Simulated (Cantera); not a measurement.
**Low-pressure radical oxidation in H2/O2**

A perfectly stirred reactor is fed with H2 : O2 = 0.017 : 1 (molar parts), equivalence ratio 0.0085, at 2.85 Torr; it is held at 950 K, and followed from long to short residence time.

Computed with Cantera and GRI-Mech 3.0 (53 species, 325 reactions). Radical loss at walls, strong at low pressure, is not modelled.

| τ (s) | x H2 | x O2 | x OH | x H2O2 | x O | x H |
|---|---|---|---|---|---|---|
| 12 | 0.000107 | 0.982 | 0.000155 | 9.82e-9 | 0.000894 | 5.54e-5 |
| 4.0 | 0.000196 | 0.981 | 0.000234 | 1.19e-8 | 0.00166 | 0.000155 |
| 1.4 | 0.000357 | 0.980 | 0.000348 | 1.48e-8 | 0.00281 | 0.000392 |
| 0.50 | 0.000662 | 0.978 | 0.000509 | 1.90e-8 | 0.00430 | 0.000880 |
| 0.17 | 0.00132 | 0.976 | 0.000735 | 2.58e-8 | 0.00576 | 0.00172 |
| 0.061 | 0.00266 | 0.975 | 0.000979 | 3.58e-8 | 0.00626 | 0.00255 |
| 0.021 | 0.00564 | 0.976 | 0.00115 | 4.80e-8 | 0.00529 | 0.00267 |
| 0.0075 | 0.0110 | 0.979 | 0.000925 | 4.18e-8 | 0.00288 | 0.00142 |
x: mole fraction; the columns are a selection and need not sum to one.
